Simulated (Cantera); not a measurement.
## Adiabatic ignition

An adiabatic, constant-pressure homogeneous reactor starts with CH3OH : O2 : N2 = 1 : 1.2 : 9.89 (molar parts), at 1100 K and 1000000 Pa.

Computed with Cantera and GRI-Mech 3.0 (53 species, 325 reactions). GRI-Mech 3.0 was tuned for natural gas; its chemistry of methanol as a main component is partial and can be far from experiment.

| t (s) | T (K) | x CH3OH | x O2 | x H2 | x OH | x CO2 |
|---|---|---|---|---|---|---|
| 3.00e-6 | 1100 | 0.0827 | 0.0993 | 1.46e-9 | 7.38e-12 | 2.26e-10 |
| 1.05e-5 | 1100 | 0.0827 | 0.0993 | 5.39e-9 | 7.43e-12 | 7.94e-10 |
| 3.70e-5 | 1100 | 0.0827 | 0.0993 | 1.98e-8 | 7.46e-12 | 2.79e-9 |
| 0.000130 | 1100 | 0.0827 | 0.0993 | 7.13e-8 | 7.51e-12 | 9.81e-9 |
| 0.000456 | 1100 | 0.0827 | 0.0993 | 2.64e-7 | 8.32e-12 | 3.44e-8 |
| 0.00160 | 1100 | 0.0827 | 0.0993 | 1.24e-6 | 2.22e-11 | 1.21e-7 |
| 0.00562 | 1100 | 0.0827 | 0.0992 | 1.81e-5 | 3.32e-10 | 4.31e-7 |
| 0.0197 | 2144 | <1e-12 | 4.30e-6 | 0.0169 | 0.000176 | 0.0479 |
| 0.0693 | 2144 | <1e-12 | 4.28e-6 | 0.0169 | 0.000175 | 0.0478 |
| 0.243 | 2143 | <1e-12 | 4.28e-6 | 0.0169 | 0.000175 | 0.0478 |
| 0.854 | 2143 | <1e-12 | 4.27e-6 | 0.0169 | 0.000175 | 0.0478 |
| 3.00 | 2143 | <1e-12 | 4.27e-6 | 0.0169 | 0.000175 | 0.0478 |
x: mole fraction; the columns are a selection and need not sum to one.

```json
{
  "time_of_steepest_temperature_rise": "10.9 ms",
  "temperature at 3.00 s": "2143 K",
  "equilibrium_temperature": "2143 K",
  "x(CH3OH) at 3.00 s": "<1e-12 (gas-phase equilibrium <1e-12)",
  "x(O2) at 3.00 s": "4.27e-6 (gas-phase equilibrium 4.27e-6)",
  "x(H2) at 3.00 s": "0.0169 (gas-phase equilibrium 0.0169)"
}
```
